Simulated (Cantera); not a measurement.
Thermodynamics of abatement and gas-phase synthesis, feed H2O + O2 + N2

Charge: 1 mol H2O, 0.16 mol O2, 1.1 mol N2, equilibrated at 830000 Pa.

Equilibrium computed with Cantera from the NASA thermochemical tables; the gas is ideal and each condensed phase is pure. Candidate condensed phases: H2O; 24 gas species. Kinetics and transport are ignored.

| T (°C) | log p N2 | log p H2O | log p O2 | log p OH | log p NO |
|---|---|---|---|---|---|
| 1102 | 0.61 | 0.56 | -0.23 | -3.73 | -2.62 |
| 1202 | 0.61 | 0.56 | -0.23 | -3.31 | -2.39 |
| 1302 | 0.61 | 0.56 | -0.23 | -2.94 | -2.18 |
| 1402 | 0.61 | 0.56 | -0.24 | -2.62 | -2.00 |
| 1502 | 0.61 | 0.56 | -0.24 | -2.34 | -1.84 |
| 1602 | 0.61 | 0.56 | -0.24 | -2.08 | -1.70 |
| 1702 | 0.60 | 0.56 | -0.24 | -1.85 | -1.57 |
| 1802 | 0.60 | 0.56 | -0.25 | -1.65 | -1.46 |
| 1902 | 0.60 | 0.56 | -0.25 | -1.46 | -1.36 |
| 2002 | 0.60 | 0.56 | -0.26 | -1.29 | -1.27 |
| 2102 | 0.60 | 0.56 | -0.27 | -1.14 | -1.18 |
| 2202 | 0.60 | 0.55 | -0.28 | -1.00 | -1.11 |
log p: log10 of the partial pressure in bar; nothing condenses.

From 1102 °C to 2202 °C nothing is condensed.
